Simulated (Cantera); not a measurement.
# Na2SO4 + O2 (calcination and drying)

Charge: 1 mol Na2SO4, 2 mol O2, at 1.10 mbar.

Cantera equilibrium calculation (NASA polynomials, part measured and part estimated; ideal gas, pure solids and liquids). Candidate condensed phases: Na, NaO2, Na2O, Na2O2, Na2S, Na2SO4, S; 15 gas species. The numbers say what is thermodynamically allowed, not how fast it happens.

```json
[
 {"T (°C)": "650", "x O2": "1.00", "x Na": "3.65e-11", "x SO2": "2.43e-11", "x O": "3.76e-10", "x Na2SO4": "1.04e-8", "x SO": "<1e-12", "n Na2SO4(s)": "1.00", "n Na2SO4(l)": "0"},
 {"T (°C)": "800", "x O2": "1.000", "x Na": "8.44e-8", "x SO2": "4.20e-8", "x O": "3.75e-8", "x Na2SO4": "3.37e-6", "x SO": "<1e-12", "n Na2SO4(s)": "1.000", "n Na2SO4(l)": "0"},
 {"T (°C)": "950", "x O2": "1.000", "x Na": "2.46e-5", "x SO2": "1.24e-5", "x O": "1.22e-6", "x Na2SO4": "0.000207", "x SO": "<1e-12", "n Na2SO4(s)": "0", "n Na2SO4(l)": "1.000"},
 {"T (°C)": "1100", "x O2": "0.993", "x Na": "0.00191", "x SO2": "0.000964", "x O": "1.85e-5", "x Na2SO4": "0.00411", "x SO": "1.09e-9", "n Na2SO4(s)": "0", "n Na2SO4(l)": "0.990"},
 {"T (°C)": "1250", "x O2": "0.860", "x Na": "0.0644", "x SO2": "0.0324", "x O": "0.000154", "x Na2SO4": "0.0428", "x SO": "5.34e-7", "n Na2SO4(s)": "0", "n Na2SO4(l)": "0.818"},
 {"T (°C)": "1400", "x O2": "0.501", "x Na": "0.327", "x SO2": "0.164", "x O": "0.000713", "x Na2SO4": "0.00447", "x SO": "3.00e-5", "n Na2SO4(s)": "0", "n Na2SO4(l)": "0"},
 {"T (°C)": "1550", "x O2": "0.497", "x Na": "0.332", "x SO2": "0.166", "x O": "0.00321", "x Na2SO4": "1.89e-5", "x SO": "0.000182", "n Na2SO4(s)": "0", "n Na2SO4(l)": "0"},
 {"T (°C)": "1700", "x O2": "0.491", "x Na": "0.330", "x SO2": "0.165", "x O": "0.0115", "x Na2SO4": "1.77e-7", "x SO": "0.000822", "n Na2SO4(s)": "0", "n Na2SO4(l)": "0"},
 {"T (°C)": "1850", "x O2": "0.475", "x Na": "0.326", "x SO2": "0.161", "x O": "0.0339", "x Na2SO4": "3.06e-9", "x SO": "0.00298", "n Na2SO4(s)": "0", "n Na2SO4(l)": "0"},
 {"T (°C)": "2000", "x O2": "0.439", "x Na": "0.317", "x SO2": "0.150", "x O": "0.0846", "x Na2SO4": "7.95e-11", "x SO": "0.00893", "n Na2SO4(s)": "0", "n Na2SO4(l)": "0"}
]
```
x: gas mole fraction; n: condensed amount in mol.

From 650 °C to 800 °C the condensed part is Na2SO4(s). From 950 °C to 1250 °C the condensed part is Na2SO4(l). From 1400 °C to 2000 °C nothing is condensed. The main Na-bearing gas is Na2SO4 at 650 °C and Na at 2000 °C.
